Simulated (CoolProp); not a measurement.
A simple Rankine cycle with R113: condensing at 304.15 K, boiler at 0.489 MPa, turbine inlet 499 K, turbine efficiency 0.85, pump efficiency 0.6, no recuperator. Each further row changes one setting.

Model: reference Helmholtz-energy equation of state, Marx 1992, in CoolProp.

```csv
case,thermal efficiency (%),net work (kJ/kg),heat in (kJ/kg),turbine exit temperature (K),volume ratio over the turbine
as stated,12.7,36.8,291,448.1,8.09
condensing temperature 296.15 K,14.1,41.9,298,441.4,10.9
boiler pressure 0.342 MPa,10.7,31.3,292,456.7,5.69
turbine efficiency 0.75,11.2,32.5,291,453.7,8.20
```
